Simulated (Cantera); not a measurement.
Feed: 1 mol Pb, 0.31 mol N₂, at 927 °C and 0.133 bar.

Equilibrium computed with Cantera from the NASA thermochemical tables; the gas is ideal and each condensed phase is pure. Candidate condensed phases: Pb; 4 gas species. The numbers say what is thermodynamically allowed, not how fast it happens.

Base state: N₂ 0.995, Pb 0.00482 (mole fractions); condensed: Pb(l).

What changes in the equilibrium state with this change: pressure from 0.133 bar to 1.33 mbar?


```tsv
species	before	after
N₂	0.995	0.518
Pb	0.00482	0.482
Pb₂	1.80e-7	1.80e-5
Pb(l), mol	0.998	0.711
```

What changes in the equilibrium state with this change: pressure from 0.133 bar to 15.0 Pa?


```json
[
 {"species": "Pb", "before": "0.00482", "after": "0.763"},
 {"species": "N₂", "before": "0.995", "after": "0.237"},
 {"species": "Pb(l), mol", "before": "0.998", "after": "0"}
]
```
